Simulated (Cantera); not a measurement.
## FeCl₃ + H₂ + N₂ (halide evaporation, hydrolysis and transport)

A closed system holds: 1 mol FeCl₃, a varied amount of H₂, 100 mol N₂, at 800 °C and 100 Torr.

These are equilibrium values from Cantera (NASA tables, ideal gas, pure condensed phases), not measurements of a reactor. Candidate condensed phases: Fe, FeCl₂, FeCl₃, NH₄Cl; 18 gas species. Equilibrium is a limit: real reactors are often held back by kinetics, nucleation or transport.

From 0.35 mol H₂ to 0.65 mol H₂ nothing is condensed. From 1.2 mol H₂ to 15 mol H₂ the condensed part is Fe(α). The main Fe-bearing gas is FeCl₂ throughout.

| n(H₂) (mol) | log p N₂ | log p H₂ | log p HCl | log p FeCl₂ | log p FeCl₃ | log p Cl₂ | log p Fe₂Cl₄ | n Fe(α) |
|---|---|---|---|---|---|---|---|---|
| 0.35 | -0.88 | -11.00 | -3.04 | -3.03 | -3.44 | -4.93 | -5.51 | 0 |
| 0.65 | -0.88 | -3.71 | -2.88 | -2.89 | -6.79 | -11.92 | -5.23 | 0 |
| 1.2 | -0.89 | -3.16 | -2.76 | -2.97 | -7.02 | -12.21 | -5.39 | 0.170 |
| 2.3 | -0.89 | -2.75 | -2.63 | -3.13 | -7.25 | -12.37 | -5.70 | 0.413 |
| 4.3 | -0.90 | -2.40 | -2.55 | -3.32 | -7.54 | -12.56 | -6.09 | 0.618 |
| 8 | -0.91 | -2.09 | -2.51 | -3.55 | -7.89 | -12.79 | -6.55 | 0.768 |
| 15 | -0.94 | -1.81 | -2.50 | -3.82 | -8.29 | <-12 | -7.09 | 0.867 |
log p: log10 of the partial pressure in bar; n: condensed amount in mol.
